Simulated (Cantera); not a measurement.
## Transport properties of process gases

Gas mixture: CO : N2 : CH3OH : C2H6 = 0.52 : 0.95 : 0.58 : 0.88 (molar parts), at 0.0454 atm, frozen composition.

Cantera's kinetic-theory transport with the Lennard-Jones parameters of GRI-Mech 3.0, ideal gas; thermal conductivity in the multicomponent form. Polar gases are described roughly by these parameters. The composition is frozen, though it would react at the higher temperatures.

```json
[
 {"T (K)": "400", "ρ (kg/m³)": "0.0407", "cp (J/kg/K)": "1511", "μ (µPa s)": "16.5", "λ (mW/m/K)": "32.7", "Pr": "0.761", "D (cm²/s) CO2": "4.84", "D (cm²/s) H": "37.5", "D (cm²/s) C2H2": "5.16"},
 {"T (K)": "600", "ρ (kg/m³)": "0.0271", "cp (J/kg/K)": "1880", "μ (µPa s)": "22.9", "λ (mW/m/K)": "55.7", "Pr": "0.773", "D (cm²/s) CO2": "10.2", "D (cm²/s) H": "77.2", "D (cm²/s) C2H2": "10.8"},
 {"T (K)": "800", "ρ (kg/m³)": "0.0204", "cp (J/kg/K)": "2177", "μ (µPa s)": "28.5", "λ (mW/m/K)": "79.8", "Pr": "0.778", "D (cm²/s) CO2": "16.9", "D (cm²/s) H": "127", "D (cm²/s) C2H2": "17.8"},
 {"T (K)": "1000", "ρ (kg/m³)": "0.0163", "cp (J/kg/K)": "2416", "μ (µPa s)": "33.6", "λ (mW/m/K)": "104", "Pr": "0.781", "D (cm²/s) CO2": "24.9", "D (cm²/s) H": "186", "D (cm²/s) C2H2": "26.2"},
 {"T (K)": "1200", "ρ (kg/m³)": "0.0136", "cp (J/kg/K)": "2596", "μ (µPa s)": "38.2", "λ (mW/m/K)": "127", "Pr": "0.783", "D (cm²/s) CO2": "34.0", "D (cm²/s) H": "253", "D (cm²/s) C2H2": "35.7"},
 {"T (K)": "1400", "ρ (kg/m³)": "0.0116", "cp (J/kg/K)": "2736", "μ (µPa s)": "42.5", "λ (mW/m/K)": "148", "Pr": "0.784", "D (cm²/s) CO2": "44.1", "D (cm²/s) H": "328", "D (cm²/s) C2H2": "46.4"}
]
```
D: mixture-averaged diffusion coefficient of that species in the mixture.
